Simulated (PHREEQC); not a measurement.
Make-up at 20 °C: 0.0085 mol/kgw HF, 0.00062 mol/kgw NH4HF2, 2e-05 mol/kgw H4SiO4 and 0.0022 mol/kgw H3PO4. Closed to the air; pH follows from the charge balance.

Model: ion-association model, phreeqc.dat, run in PHREEQC.

* **pH**: 2.54
* **ionic strength**: 0.00373 mol/kgw
* **specific conductance**: 1090 µS/cm
* **total alkalinity**: -11.3 meq/kg

```tsv
species	molality	activity	log γ
HF	0.00750	0.00750	0.000
H+	0.00309	0.00291	-0.026
F-	0.00201	0.00188	-0.029
H2PO4-	0.00160	0.00150	-0.028
NH4+	0.000620	0.000579	-0.029
H3PO4	0.000602	0.000603	0.000
HF2-	5.55e-5	5.20e-5	-0.029
SiF6-2	2.00e-5	1.54e-5	-0.112
HPO4-2	4.03e-8	3.11e-8	-0.112
```

No solid was allowed to form. SiF6-2 is the database's only silicon fluoride.
